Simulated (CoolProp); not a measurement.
Properties of R1123 along the isotherm 206.85 °C (Tc = 58.6 °C, pc = 4.549 MPa, ω = 0.243).

Computed with CoolProp (reference Helmholtz-energy equation of state, Akasaka 2020).

```json
[
 {"p (MPa)": "0.0632", "phase": "gas", "cp (kJ/(kg K))": "1.094", "speed of sound (m/s)": "231.4", "expansivity (1/kK)": "2.095", "fugacity coefficient": "0.9988"},
 {"p (MPa)": "0.112", "phase": "gas", "cp (kJ/(kg K))": "1.095", "speed of sound (m/s)": "231.2", "expansivity (1/kK)": "2.104", "fugacity coefficient": "0.9979"},
 {"p (MPa)": "0.2", "phase": "gas", "cp (kJ/(kg K))": "1.096", "speed of sound (m/s)": "231.0", "expansivity (1/kK)": "2.120", "fugacity coefficient": "0.9962"},
 {"p (MPa)": "0.356", "phase": "gas", "cp (kJ/(kg K))": "1.099", "speed of sound (m/s)": "230.5", "expansivity (1/kK)": "2.148", "fugacity coefficient": "0.9933"},
 {"p (MPa)": "0.632", "phase": "gas", "cp (kJ/(kg K))": "1.104", "speed of sound (m/s)": "229.7", "expansivity (1/kK)": "2.200", "fugacity coefficient": "0.9881"},
 {"p (MPa)": "1.12", "phase": "gas", "cp (kJ/(kg K))": "1.113", "speed of sound (m/s)": "228.3", "expansivity (1/kK)": "2.293", "fugacity coefficient": "0.9791"},
 {"p (MPa)": "2", "phase": "gas", "cp (kJ/(kg K))": "1.130", "speed of sound (m/s)": "225.9", "expansivity (1/kK)": "2.469", "fugacity coefficient": "0.9630"},
 {"p (MPa)": "3.56", "phase": "gas", "cp (kJ/(kg K))": "1.163", "speed of sound (m/s)": "222.0", "expansivity (1/kK)": "2.801", "fugacity coefficient": "0.9353"},
 {"p (MPa)": "6.32", "phase": "supercritical", "cp (kJ/(kg K))": "1.229", "speed of sound (m/s)": "216.9", "expansivity (1/kK)": "3.433", "fugacity coefficient": "0.8892"},
 {"p (MPa)": "11.2", "phase": "supercritical", "cp (kJ/(kg K))": "1.356", "speed of sound (m/s)": "217.7", "expansivity (1/kK)": "4.431", "fugacity coefficient": "0.8183"},
 {"p (MPa)": "20", "phase": "supercritical", "cp (kJ/(kg K))": "1.467", "speed of sound (m/s)": "260.9", "expansivity (1/kK)": "4.387", "fugacity coefficient": "0.7324"}
]
```
